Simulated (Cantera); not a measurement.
A closed system holds: 1 mol SiO₂, 77 mol HCl, 4.7 mol N₂, held at 1330 Pa.

Equilibrium computed with Cantera from the NASA thermochemical tables; the gas is ideal and each condensed phase is pure. Candidate condensed phases: H₂O, NH₄Cl, Si, SiO₂, Si₂N₂O, Si₃N₄; 47 gas species. The tables hold silica as quartz up to 1696 K and as liquid above; real silica turns to tridymite and cristobalite and melts near 1996 K. Equilibrium is a limit: real reactors are often held back by kinetics, nucleation or transport.

log p: log10 of the partial pressure in bar; n: condensed amount in mol.

| T (K) | log p HCl | log p N₂ | log p Cl | log p H₂O | log p H₂ | log p SiCl₄ | n SiO₂(α-quartz) | n SiO₂(β-quartz) |
|---|---|---|---|---|---|---|---|---|
| 600 | -1.90 | -3.12 | -12.92 | -7.73 | -10.43 | ___ | 1.000 | 0 |
| 650 | -1.90 | -3.12 | -11.79 | -7.44 | -9.80 | ___ | 1.000 | 0 |
| 700 | -1.90 | -3.12 | -10.82 | -7.18 | -9.27 | ___ | 1.000 | 0 |
| 750 | -1.90 | -3.12 | -9.97 | -6.97 | -8.80 | ___ | 1.000 | 0 |
| 800 | -1.90 | -3.12 | -9.23 | -6.78 | -8.38 | ___ | 0.999 | 0 |
| 850 | -1.90 | -3.12 | -8.59 | -6.61 | -8.00 | ___ | 0 | 0.999 |
| 900 | -1.90 | -3.12 | -8.01 | -6.47 | -7.66 | ___ | 0 | 0.999 |
| 950 | -1.90 | -3.12 | -7.51 | -6.34 | -7.34 | ___ | 0 | 0.999 |
| 1000 | -1.90 | -3.12 | -7.06 | -6.22 | -7.03 | ___ | 0 | 0.998 |
| 1050 | -1.90 | -3.12 | -6.66 | -6.11 | -6.74 | ___ | 0 | 0.998 |
| 1100 | -1.90 | -3.12 | -6.31 | -6.02 | -6.46 | ___ | 0 | 0.997 |
| 1150 | -1.90 | -3.12 | -5.99 | -5.93 | -6.19 | ___ | 0 | 0.996 |
| 1200 | -1.90 | -3.12 | -5.70 | -5.85 | -5.93 | ___ | 0 | 0.996 |

Q: Some entries are withheld; supply them.

A: 
- 600, log p SiCl₄: -8.03
- 650, log p SiCl₄: -7.74
- 700, log p SiCl₄: -7.49
- 750, log p SiCl₄: -7.27
- 800, log p SiCl₄: -7.08
- 850, log p SiCl₄: -6.91
- 900, log p SiCl₄: -6.77
- 950, log p SiCl₄: -6.64
- 1000, log p SiCl₄: -6.52
- 1050, log p SiCl₄: -6.41
- 1100, log p SiCl₄: -6.32
- 1150, log p SiCl₄: -6.23
- 1200, log p SiCl₄: -6.15
